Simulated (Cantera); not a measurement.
Cantera run:

```python
import numpy as np
import cantera as ct

gas_names = """
    CL CL2 H HCL H2 Si SiCL SiCL2 SiCL3 SiCL4 SiH SiHCL3 SiH2 SiH2CL2 SiH3 SiH3CL SiH4 Si2 Si3
""".split()
cond_names = """
    Si(cr) Si(L)
""".split()


# ... load() reads the species with a 1 bar reference pressure and builds the phases ...
atoms = {
    'Si': {'Si': 1},
    'HCl': {'H': 1, 'CL': 1},
    'H2': {'H': 2},
}
top_T = {}  # K; cautious upper limits of use, not melting points


# ... equilibrate(T, P, feed) seeds the gas with the atoms and calls Mixture.equilibrate('TP', solver="vcs", rtol=1e-11, max_steps=5000) ...
results = []
feed = {'Si': 1, 'HCl': 4.6, 'H2': 1.9}  # mol
T = 1023  # K
P = 2100000  # Pa
mix = equilibrate(T, P, feed)
results.append((T, P, feed, dict(zip(mix.species_names, mix.species_moles))))
print(gas.report(threshold=1e-05))
for i in range(1, mix.n_phases):
    print(f"{mix.phase(i).name:16s} {mix.phase_moles(i):12.5e} mol")
```

It prints:

```
       temperature   1023 K
          pressure   2.1e+06 Pa
           density   8.9607 kg/m^3
  mean mol. weight   36.294 kg/kmol
   phase of matter   gas

                          1 kg             1 kmol
                     ---------------   ---------------
          enthalpy       -2.7276e+06       -9.8994e+07  J
   internal energy       -2.9619e+06        -1.075e+08  J
           entropy            5714.8        2.0741e+05  J/K
    Gibbs function       -8.5738e+06       -3.1118e+08  J
 heat capacity c_p            1217.1             44173  J/K
 heat capacity c_v            988.01             35859  J/K

                      mass frac. Y      mole frac. X     chem. pot. / RT
                     ---------------   ---------------   ---------------
               HCL           0.11847           0.11793           -34.281
                H2          0.038897           0.70025           -14.874
             SiCL3        0.00019504        5.2657e-05           -95.799
             SiCL4           0.80986           0.17302           -122.64
            SiHCL3          0.032444         0.0086939           -103.24
           SiH2CL2        0.00013459        4.8365e-05           -83.829
     [  +13 minor]        1.0504e-06        4.0869e-07

Si(cr)            0.00000e+00 mol
```

Cantera equilibrium calculation (NASA polynomials, part measured and part estimated; ideal gas, pure solids and liquids). The tables' values for SiCl3 are old estimates; treat these amounts as uncertain.
